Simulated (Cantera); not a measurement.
A freely propagating, adiabatic, planar premixed flame of CO : H2 : O2 : N2 = 1 : 0.046 : 0.716 : 3.08 (molar parts), equivalence ratio 0.73, unburnt at 625 K and 0.987 atm; mixture-averaged transport, grid criteria slope 0.08 and curve 0.16, no radiation.

Computed with Cantera and GRI-Mech 3.0 (53 species, 325 reactions). Burning velocities carry a grid error of a few per cent, more on coarse grids.

Problem. How do the results move with these cheaper or finer settings: unity-Lewis-number transport; multicomponent transport; multicomponent+Soret transport; grid criteria slope 0.5, curve 1; grid criteria slope 0.25, curve 0.5; grid criteria slope 0.03, curve 0.06?

Solution. 
```tsv
setting	laminar burning velocity	thermal thickness	peak x(OH)	grid points	grid points
as above	80.5 cm/s	1.14 mm	0.00263	120	120
unity-Lewis-number transport	66.0 cm/s	1.00 mm	0.00273	124	124
multicomponent transport	80.3 cm/s	1.15 mm	0.00263	120	120
multicomponent+Soret transport	77.4 cm/s	1.15 mm	0.00260	120	120
grid criteria slope 0.5, curve 1	87.7 cm/s	1.39 mm	0.00269	34	34
grid criteria slope 0.25, curve 0.5	82.8 cm/s	1.22 mm	0.00264	55	55
grid criteria slope 0.03, curve 0.06	80.1 cm/s	1.12 mm	0.00263	303	303
```
The base run took very roughly 6 core-seconds.
Unity Lewis numbers drop preferential diffusion, which matters most where H2 and H carry the flame; Soret adds thermal diffusion.
